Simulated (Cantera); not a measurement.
Feed: 1 mol Si, 0.39 mol O2, 21 mol H2, 0.0031 mol H2O, held at 1.70 bar.

Method: chemical equilibrium by Gibbs-energy minimisation in Cantera with the NASA 1993 tables (ideal gas, pure condensed phases). Candidate condensed phases: H2O, Si, SiO2; 18 gas species. Each liquid is taken as pure. Mutual solubility and eutectic melting of coexisting phases are not modelled. The tables hold silica as quartz up to 1696 K and as liquid above; real silica turns to tridymite and cristobalite and melts near 1996 K. Gases not in the tables: Si2H6 and higher silanes. The numbers say what is thermodynamically allowed, not how fast it happens.

Task: Which condensed phases are stable at each of these points (T (K)): 1700, 1750, 1800, 1850, 1900, 1950, 2000, 2050, 2100, 2150?

Result: 
```json
[
 {"T (K)": "1700", "condensed phases": "Si(l) + SiO2(condensed)", "Si condensed (%)": "84.3"},
 {"T (K)": "1750", "condensed phases": "Si(l) + SiO2(condensed)", "Si condensed (%)": "70.6"},
 {"T (K)": "1800", "condensed phases": "Si(l) + SiO2(condensed)", "Si condensed (%)": "46.5"},
 {"T (K)": "1850", "condensed phases": "Si(l)", "Si condensed (%)": "21.7"},
 {"T (K)": "1900", "condensed phases": "Si(l)", "Si condensed (%)": "21.6"},
 {"T (K)": "1950", "condensed phases": "Si(l)", "Si condensed (%)": "21.6"},
 {"T (K)": "2000", "condensed phases": "Si(l)", "Si condensed (%)": "21.4"},
 {"T (K)": "2050", "condensed phases": "Si(l)", "Si condensed (%)": "21.3"},
 {"T (K)": "2100", "condensed phases": "Si(l)", "Si condensed (%)": "21.1"},
 {"T (K)": "2150", "condensed phases": "Si(l)", "Si condensed (%)": "20.8"}
]
```

From 1700 K to 1800 K the condensed part is Si(l) + SiO2(condensed). From 1850 K to 2150 K the condensed part is Si(l).
